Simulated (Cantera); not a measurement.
# Equilibrium for nitride etching: BN + H2 + NF3

A closed system holds: 1 mol BN, 8.7 mol H2, 13 mol NF3, equilibrated at 1.00 bar.

Cantera equilibrium calculation (NASA polynomials, part measured and part estimated; ideal gas, pure solids and liquids). Candidate condensed phases: B, BN; 31 gas species. Rates play no part.

```json
[
 {"T (K)": "775", "log p HF": "-0.23", "log p F": "-2.89", "log p F2": "-1.28", "log p N2": "-0.83", "log p NF3": "-0.76", "log p BF3": "-1.47"},
 {"T (K)": "825", "log p HF": "-0.24", "log p F": "-2.42", "log p F2": "-1.01", "log p N2": "-0.79", "log p NF3": "-0.86", "log p BF3": "-1.49"},
 {"T (K)": "875", "log p HF": "-0.26", "log p F": "-2.03", "log p F2": "-0.82", "log p N2": "-0.76", "log p NF3": "-1.04", "log p BF3": "-1.50"},
 {"T (K)": "925", "log p HF": "-0.28", "log p F": "-1.72", "log p F2": "-0.72", "log p N2": "-0.73", "log p NF3": "-1.28", "log p BF3": "-1.52"},
 {"T (K)": "975", "log p HF": "-0.30", "log p F": "-1.45", "log p F2": "-0.67", "log p N2": "-0.72", "log p NF3": "-1.58", "log p BF3": "-1.54"},
 {"T (K)": "1025", "log p HF": "-0.31", "log p F": "-1.24", "log p F2": "-0.67", "log p N2": "-0.72", "log p NF3": "-1.91", "log p BF3": "-1.55"},
 {"T (K)": "1075", "log p HF": "-0.32", "log p F": "-1.05", "log p F2": "-0.69", "log p N2": "-0.72", "log p NF3": "-2.25", "log p BF3": "-1.56"},
 {"T (K)": "1125", "log p HF": "-0.33", "log p F": "-0.90", "log p F2": "-0.73", "log p N2": "-0.73", "log p NF3": "-2.60", "log p BF3": "-1.57"},
 {"T (K)": "1175", "log p HF": "-0.34", "log p F": "-0.77", "log p F2": "-0.80", "log p N2": "-0.73", "log p NF3": "-2.96", "log p BF3": "-1.58"},
 {"T (K)": "1225", "log p HF": "-0.35", "log p F": "-0.66", "log p F2": "-0.89", "log p N2": "-0.75", "log p NF3": "-3.33", "log p BF3": "-1.59"},
 {"T (K)": "1275", "log p HF": "-0.36", "log p F": "-0.58", "log p F2": "-1.00", "log p N2": "-0.76", "log p NF3": "-3.71", "log p BF3": "-1.60"}
]
```
log p: log10 of the partial pressure in bar; nothing condenses.

From 775 K to 1275 K nothing is condensed. The main B-bearing gas is BF3 throughout.
